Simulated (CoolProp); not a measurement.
The numbers come from the reference Helmholtz-energy equation of state, Platzer 1990 in CoolProp. This equation is an older, rougher fit; its heat capacities, sound speeds and derivatives of the liquid may be far off and weren't checked against measurements.

Problem. Give the vapour pressure (MPa), vapour Z, vapour viscosity (µPa s), liquid conductivity (mW/(m K)) of saturated CF4 (R14) at 154.2, 156.2, 173.9 K.

Solution. 
| T (K) | p (MPa) | vapour Z | vapour viscosity (µPa s) | liquid conductivity (mW/(m K)) |
|---|---|---|---|---|
| 154.2 | 0.184 | 0.945 | 9.38 | 88.7 |
| 156.2 | 0.208 | 0.940 | 9.52 | 87.2 |
| 173.9 | 0.532 | 0.879 | 10.9 | 74.0 |

Viscosity comes from a separate model (Huber 2003), an estimate that may be off by 10 % or more. Thermal conductivity comes from a separate model (Huber 2003), an estimate that may be off by 10 % or more.
